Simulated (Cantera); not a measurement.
An adiabatic, constant-volume homogeneous reactor starts with 17.7 % CH4, 16.8 % O2, 63.3 % N2, 2.12 % CO2, equivalence ratio 2.1, at 1650 K and 130000 Pa.

Computed with Cantera and GRI-Mech 3.0 (53 species, 325 reactions).

**Question.** Predict: time of steepest temperature rise; temperature at 0.400 s; equilibrium temperature; x(O2) at 0.400 s; x(HCN) at 0.400 s; x(H2) at 0.400 s; x(OH) at 0.400 s.

**Answer.** 
| Item | Value |
|---|---|
| time of steepest temperature rise | 0.305 ms |
| temperature at 0.400 s | 2776 K |
| equilibrium temperature | 2776 K |
| x(O2) at 0.400 s | 0.000103 (gas-phase equilibrium 0.000103) |
| x(HCN) at 0.400 s | 2.78e-7 (gas-phase equilibrium 2.78e-7) |
| x(H2) at 0.400 s | 0.156 (gas-phase equilibrium 0.156) |
| x(OH) at 0.400 s | 0.00416 (gas-phase equilibrium 0.00416) |
